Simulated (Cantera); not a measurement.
What does this Cantera script print?

```python
import numpy as np
import cantera as ct

gas = ct.Solution("gri30.yaml")


def delay(T, t_max=10):
    gas.TPX = T, 100000, {'CH4': 1, 'O2': 1.05, 'N2': 3.96}
    reactor = ct.IdealGasConstPressureReactor(gas, clone=False)
    net = ct.ReactorNet([reactor])
    net.rtol, net.atol = 1e-8, 1e-16
    while net.time < t_max:
        t_old, T_old = net.time, reactor.T
        net.step()
        if reactor.T > T + 400:  # ignition: a rise of 400 K
            return t_old + (T + 400 - T_old) / (reactor.T - T_old) * (net.time - t_old)
    return np.nan


taus = []
for T in [1250, 1300, 1350, 1400, 1450, 1500]:
    taus.append(delay(T))
    print(f"T0 = {T:6g} K   tau = {taus[-1]:.4e} s")
```

It prints:

```
T0 =   1250 K   tau = 3.2718e-02 s
T0 =   1300 K   tau = 1.6799e-02 s
T0 =   1350 K   tau = 8.8782e-03 s
T0 =   1400 K   tau = 4.8251e-03 s
T0 =   1450 K   tau = 2.6999e-03 s
T0 =   1500 K   tau = 1.5596e-03 s
```

Model: GRI-Mech 3.0 (53 species, 325 reactions), integrated in Cantera.
